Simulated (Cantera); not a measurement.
Input (Python, Cantera):

```python
import numpy as np
import cantera as ct

gas = ct.Solution("h2o2.yaml")
gas.TPX = 400, 500000, {'H2': 1, 'O2': 0.556, 'N2': 2.09, 'H2O': 0.24}
flame = ct.FreeFlame(gas, width=0.013)
flame.set_refine_criteria(ratio=3, slope=0.08, curve=0.16)
flame.transport_model = "mixture-averaged"
flame.solve(loglevel=0, auto=True)
flame.transport_model = "multicomponent"
flame.soret_enabled = False
flame.solve(loglevel=0, refine_grid=True)
z, T = flame.grid, flame.T
thick = (T[-1] - T[0]) / np.gradient(T, z).max()
show = ['H2', 'O2', 'H2O', 'O', 'H', 'H2O2']
print(f"laminar burning velocity  {flame.velocity[0] * 100:.3f} cm/s")
print(f"burnt temperature         {T[-1]:.1f} K")
print(f"thermal thickness         {thick * 1e3:.4f} mm")
print(f"grid points               {len(z)}")
z0 = z[flame.heat_release_rate.argmax()]
print(f"{'z/mm':>9s}{'T/K':>9s}{'u/(m/s)':>9s}" + "".join(f"{s:>11s}" for s in show))
rows = []
for k in (-3, -2, -1.5, -1, -0.5, -0.25, 0, 0.25, 0.5, 1, 2, 4, 8):
    zz = z0 + k * thick
    rows.append([k * thick, np.interp(zz, z, T), np.interp(zz, z, flame.velocity),
                 *(np.interp(zz, z, flame.X[gas.species_index(s)]) for s in show)])
    print(f"{rows[-1][0] * 1e3:9.3f}{rows[-1][1]:9.1f}{rows[-1][2]:9.3f}" + "".join(f"{x:11.3e}" for x in rows[-1][3:]))
```

It prints:

```
laminar burning velocity  175.669 cm/s
burnt temperature         2218.5 K
thermal thickness         0.0569 mm
grid points               107
     z/mm      T/K  u/(m/s)         H2         O2        H2O          O          H       H2O2
   -0.171    400.0    1.756  2.569e-01  1.432e-01  6.180e-02  1.912e-10  3.357e-14  4.133e-09
   -0.114    400.6    1.754  2.550e-01  1.435e-01  6.198e-02  2.837e-09  5.574e-13  8.128e-08
   -0.085    401.8    1.753  2.520e-01  1.441e-01  6.230e-02  1.055e-08  2.880e-12  3.597e-07
   -0.057    410.9    1.770  2.412e-01  1.460e-01  6.377e-02  7.685e-08  8.989e-11  3.683e-06
   -0.028    548.4    2.252  1.938e-01  1.485e-01  8.139e-02  4.896e-06  2.760e-06  9.943e-05
   -0.014    897.4    3.568  1.439e-01  1.332e-01  1.285e-01  1.594e-04  6.293e-04  1.892e-04
    0.000   1325.6    5.185  9.040e-02  9.938e-02  2.009e-01  1.354e-03  4.659e-03  5.551e-05
    0.014   1616.7    6.292  5.048e-02  6.513e-02  2.621e-01  3.011e-03  8.806e-03  6.633e-06
    0.028   1784.7    6.931  3.041e-02  4.517e-02  2.953e-01  3.677e-03  9.294e-03  3.927e-06
    0.057   1949.7    7.541  1.806e-02  3.222e-02  3.188e-01  3.180e-03  6.265e-03  2.385e-06
    0.114   2077.6    7.993  1.130e-02  2.676e-02  3.336e-01  1.825e-03  2.793e-03  1.467e-06
    0.228   2157.0    8.263  6.171e-03  2.395e-02  3.440e-01  8.766e-04  9.952e-04  9.255e-07
    0.455   2198.3    8.400  3.009e-03  2.266e-02  3.500e-01  4.138e-04  3.262e-04  5.988e-07
```

Computed with Cantera and the H2/O2 subset of GRI-Mech 3.0, which has no nitrogen chemistry. The hydrogen kinetics of GRI-Mech 3.0 are dated; newer H2 mechanisms differ, most at raised pressure. Burning velocities carry a grid error of a few per cent, more on coarse grids.
